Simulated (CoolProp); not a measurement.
Vapour-liquid equilibrium of 1-butene (1) + n-butane (2) at 388.3 K; x and y are mole fractions of (1).

Model: multi-fluid Helmholtz-energy mixture model, Lemmon 2005 and Bücker 2006; pair parameters Bell 2016, in CoolProp.

```tsv
x	bubble pressure (MPa)	y at the bubble point	dew pressure at overall composition x (MPa)	liquid density (mol/L)
0.05	(withheld)	0.055	2.044	(withheld)
0.2	2.099	(withheld)	2.094	(withheld)
0.35	2.154	0.372	2.146	7.612
0.5	2.207	0.522	(withheld)	7.653
0.65	2.259	0.669	2.253	7.698
0.8	2.307	0.812	(withheld)	(withheld)
0.95	2.350	0.953	2.349	7.806
```

**Question.** Complete the blanks.

**Answer.** 
- 0.05, bubble pressure (MPa): 2.046
- 0.05, liquid density (mol/L): 7.532
- 0.2, y at the bubble point: 0.216
- 0.2, liquid density (mol/L): 7.573
- 0.5, dew pressure at overall composition x (MPa): 2.199
- 0.8, dew pressure at overall composition x (MPa): 2.304
- 0.8, liquid density (mol/L): 7.748

No azeotrope shows between x = 0.05 and 0.95.

Pair parameters are fitted to limited data, so mixtures are less certain than the pure fluids.
